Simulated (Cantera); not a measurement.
## Ignition delay

Mixture: 12.0 % CH4, 18.5 % O2, 69.5 % N2, equivalence ratio 1.3, at 14.8 atm, adiabatic and at constant volume. Ignition delay is the time to a rise of 400 K.

Detailed kinetics in Cantera: GRI-Mech 3.0 (53 species, 325 reactions). The pressure lies above the range GRI-Mech 3.0 was tuned for (to about 10 atm).

```csv
T0 (K),delay (ms)
1075,17.1
1150,6.06
1225,2.39
1300,1.02
1375,0.457
1450,0.216
1525,0.106
1600,0.0542
1675,0.0288
```

- apparent activation energy between 1525 and 1675 K = 180 kJ/mol
